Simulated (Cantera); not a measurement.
A Cantera script and its output.

```python
import numpy as np
import cantera as ct

gas = ct.Solution("gri30.yaml")
gas.TPX = 1498, 101325, {'CH4': 1, 'H2O': 1.6, 'H2': 1.6}
inlet = ct.Reservoir(gas, clone=True)

reactor = ct.IdealGasConstPressureReactor(gas, energy="off", clone=False)
exhaust = ct.Reservoir(gas, clone=True)
tau = [26, 10, 4, 1.6, 0.63, 0.25, 0.099, 0.039, 0.016, 0.0062][0]
for a, b in ((inlet, reactor), (reactor, exhaust)):
    ct.MassFlowController(a, b, mdot=lambda t: reactor.mass / tau)
net = ct.ReactorNet([reactor])
show = ['CH4', 'H2O', 'H2', 'O', 'C2H6', 'H2O2', 'O2']

rows = []
print(f"{'tau/s':>10s}{'T/K':>9s}" + "".join(f"{s:>11s}" for s in show))
for tau in [26, 10, 4, 1.6, 0.63, 0.25, 0.099, 0.039, 0.016, 0.0062]:
    net.initial_time = 0.0
    net.advance(30 * tau)
    before = gas.X
    net.advance(40 * tau)
    drift = np.max(np.abs(gas.X - before) / (gas.X + 1e-9))
    rows.append([gas.T, *gas[show].X, drift])
    print(f"{tau:10.3e}{gas.T:9.1f}" + "".join(f"{x:11.3e}" for x in gas[show].X))
```

Output:

```
     tau/s      T/K        CH4        H2O         H2          O       C2H6       H2O2         O2
 2.600e+01   1498.0  7.127e-02  2.321e-01  6.011e-01  1.848e-12  2.444e-05  3.261e-14  3.005e-13
 1.000e+01   1498.0  8.450e-02  2.723e-01  5.632e-01  1.975e-12  3.318e-05  4.599e-14  3.893e-13
 4.000e+00   1498.0  1.003e-01  3.069e-01  5.274e-01  2.066e-12  4.231e-05  5.780e-14  4.758e-13
 1.600e+00   1498.0  1.237e-01  3.335e-01  4.922e-01  2.176e-12  5.517e-05  6.478e-14  5.685e-13
 6.300e-01   1498.0  1.566e-01  3.527e-01  4.561e-01  2.402e-12  7.665e-05  6.759e-14  6.988e-13
 2.500e-01   1498.0  1.898e-01  3.658e-01  4.242e-01  2.757e-12  1.044e-04  6.908e-14  8.611e-13
 9.900e-02   1498.0  2.141e-01  3.739e-01  4.019e-01  3.111e-12  1.284e-04  7.005e-14  9.557e-13
 3.900e-02   1498.0  2.276e-01  3.781e-01  3.898e-01  3.324e-12  1.411e-04  7.006e-14  8.607e-13
 1.600e-02   1498.0  2.336e-01  3.799e-01  3.845e-01  3.356e-12  1.417e-04  6.862e-14  6.017e-13
 6.200e-03   1498.0  2.363e-01  3.806e-01  3.822e-01  3.192e-12  1.294e-04  6.444e-14  3.034e-13
```

Cantera simulation using GRI-Mech 3.0 (53 species, 325 reactions); the numbers are that mechanism's predictions, not measurements.
